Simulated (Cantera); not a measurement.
Mixture: 10.1 % CH4, 9.92 % CO, 16.8 % O2, 63.2 % N2, at 10.0 bar, adiabatic and at constant volume. Ignition delay is the time to a rise of 400 K.

Detailed kinetics in Cantera: GRI-Mech 3.0 (53 species, 325 reactions).

Question: Predict: delay at 1250 K; delay at 1350 K; delay at 1450 K; delay at 1550 K; apparent activation energy between 1500 and 1600 K.

Answer: 
```
Quantity                                                Result
--------------------------------------------------  ----------
delay at 1250 K                                        5.42 ms
delay at 1350 K                                        1.46 ms
delay at 1450 K                                       0.448 ms
delay at 1550 K                                       0.154 ms
apparent activation energy between 1500 and 1600 K  200 kJ/mol
```
